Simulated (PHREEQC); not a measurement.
Solution (25 °C): 110 mmol/kgw HF, 3.5 mmol/kgw (CH3)4NF and 120 mmol/kgw HCl. Closed to the air; pH follows from the charge balance.

All values are PHREEQC results (ion-association model, wateq4f.dat), not measurements.

This is a speciation only: nothing precipitates in the calculation.

Q: Estimate the pH, activity of water, ionic strength.

A: pH 1.02; activity of water 0.994; ionic strength 0.121 mol/kgw.

Q: In which forms is F present?

A: HF 70 %, H2F2 29 %, F- 0.7 % of the F.

Species that the database lacks are ignored. (CH3)4N+ isn't in the database: it is added as a free cation with an ion size of 4 Å. wateq4f.dat counts part of the HF as a dimer, H2F2, which phreeqc.dat doesn't know; its constant is uncertain.
